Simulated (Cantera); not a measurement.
Input: 1 mol Si, 7.8 mol NF3, 24 mol H2, at 1598.15 K and 33.8 Torr.

Method: chemical equilibrium by Gibbs-energy minimisation in Cantera with the NASA 1993 tables (ideal gas, pure condensed phases). Candidate condensed phases: Si, Si3N4; 37 gas species. The tables' values for SiF3 are old estimates; treat these amounts as uncertain. Kinetics and transport are ignored.

Base state: HF 0.503, H2 0.370, N2 0.101, SiF4 0.0257, SiF3 0.000162, H 0.000153, SiHF3 1.80e-5 (mole fractions); condensed: gas only.

### Question
What changes in the equilibrium state with this change: NF3 from 7.8 to 4.2 mol?

### Answer
```csv
species,before,after
H2,0.370,0.627
HF,0.503,0.274
N2,0.101,0.0669
SiF4,0.0257,0.0313
SiHF3,1.80e-5,6.80e-5
SiF3,0.000162,0.000469
H,0.000153,0.000199
```
